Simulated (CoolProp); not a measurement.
Vapour-liquid equilibrium of isobutene (1) + n-octane (2) at 0.648 bar; x and y are mole fractions of (1).

The numbers come from the multi-fluid Helmholtz-energy mixture model, Lemmon 2005 and Beckmüller 2019; pair parameters Bell 2016 in CoolProp.

### Question
Give the bubble temperature and the first vapour's composition at x = 0.05, 0.2, 0.8. Is there an azeotrope?

### Answer
x = 0.05: 73.8 °C, y = 0.721; x = 0.2: 27.4 °C, y = 0.972; x = 0.8: -12.5 °C, y = 0.999. No azeotrope shows between x = 0.05 and 0.95.

The pair parameters rest on a limited set of measurements; away from them the model extrapolates.
